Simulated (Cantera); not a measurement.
Mixture: CO : H2 : O2 : N2 = 1 : 0.7 : 2.12 : 7.01 (molar parts), equivalence ratio 0.40, at 0.330 bar, adiabatic and at constant volume. Ignition delay is the time to a rise of 400 K.

Model: GRI-Mech 3.0 (53 species, 325 reactions), integrated in Cantera. Where the delays flatten at high temperature, the 400 K rule measures the pace of heat release, not the induction time.

Task: What does this change do: pressure from 0.330 bar to 4.20 bar?

Result: 
```csv
quantity,before,after
delay at 1225 K,0.235 ms,18.6 µs
delay at 1425 K,0.197 ms,7.33 µs
delay at 1625 K,0.239 ms,5.16 µs
delay at 1825 K,0.337 ms,4.76 µs
delay at 2025 K,0.492 ms,5.12 µs
```
The hydrogen kinetics of GRI-Mech 3.0 are dated; newer H2 mechanisms differ, most at raised pressure.
